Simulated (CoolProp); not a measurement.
Isopentane at several states: Z from the reference equation and from simpler models built on Tc = 460.3 K, pc = 3.378 MPa, ω = 0.227; each cubic takes its own stable root.

Computed with CoolProp (reference Helmholtz-energy equation of state, Lemmon 2006). It is a short technical equation, of lower accuracy than the large ones.

```
T (K)  p (MPa)          phase  reference
-----  -------  -------------  ---------
300.6    0.167         liquid   0.007870
320      0.223         liquid    0.01021
487.3    0.186            gas     0.9842
251.3     16.2         liquid     0.8295
466.8     3.94  supercritical     0.2354
175.8   0.0194         liquid   0.001313
```

Task: How far does each simpler model (Redlich-Kwong, Soave-Redlich-Kwong, Peng-Robinson) lie from the reference over these 6 states: mean and median of the absolute difference, and the worst?

Result: 
- Redlich-Kwong: mean 1517.5 %, median 10.6 %, worst +9053.8 % at 320 K and 0.223 MPa
- Soave-Redlich-Kwong: mean 9.6 %, median 7.8 %, worst +25.9 % at 466.8 K and 3.94 MPa
- Peng-Robinson: mean 5.4 %, median 4.7 %, worst +15.6 % at 466.8 K and 3.94 MPa

At some of these states Redlich-Kwong gives the other phase, because its saturation line lies elsewhere.
